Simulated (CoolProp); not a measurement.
R1234ze(E) along the isotherm 207.2 K: Z from the reference equation and from simpler models built on Tc = 382.5 K, pc = 3.635 MPa, ω = 0.313; each cubic takes its own stable root.

Values from CoolProp's reference Helmholtz-energy equation of state, Thol 2016.

```csv
p (MPa),phase,reference
0.0287,liquid,0.001342
0.0485,liquid,0.002268
0.0818,liquid,0.003825
0.138,liquid,0.006452
0.233,liquid,0.01089
0.393,liquid,0.01837
0.664,liquid,0.03103
1.12,liquid,0.05231
1.89,liquid,0.08819
3.19,liquid,0.1486
5.38,liquid,0.2500
9.09,liquid,0.4208
```

Question: How far does each simpler model (Soave-Redlich-Kwong, Peng-Robinson) lie from the reference over these 12 states: mean and median of the absolute difference, and the worst?

Answer: 
- Soave-Redlich-Kwong: mean 11.0 %, median 11.0 %, worst +11.0 % at 207.2 K and 0.0287 MPa
- Peng-Robinson: mean 1.4 %, median 1.4 %, worst -1.4 % at 207.2 K and 9.09 MPa
